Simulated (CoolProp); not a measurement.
Vapour-liquid equilibrium of cyclohexane (1) + toluene (2) at 6.62 bar; x and y are mole fractions of (1).

The numbers come from the multi-fluid Helmholtz-energy mixture model, Zhou 2014 and Lemmon 2006; pair parameters Bell 2016 in CoolProp.

```
x     bubble temperature (K)  y at the bubble point  dew temperature at overall composition x (K)  liquid density (mol/L)
----  ----------------------  ---------------------  --------------------------------------------  ----------------------
0.05                   463.3                  0.091                                         464.6                   7.453
0.2                    455.6                  0.318                                         459.7                   7.483
0.35                   449.4                  0.493                                         454.5                   7.499
0.5                    444.3                  0.634                                         449.2                   7.506
0.65                   440.1                  0.753                                         443.7                   7.509
0.8                    436.4                  0.861                                         438.5                   7.510
0.95                   433.3                  0.965                                         433.7                   7.514
```

No azeotrope shows between x = 0.05 and 0.95.

The pair parameters rest on a limited set of measurements; away from them the model extrapolates.
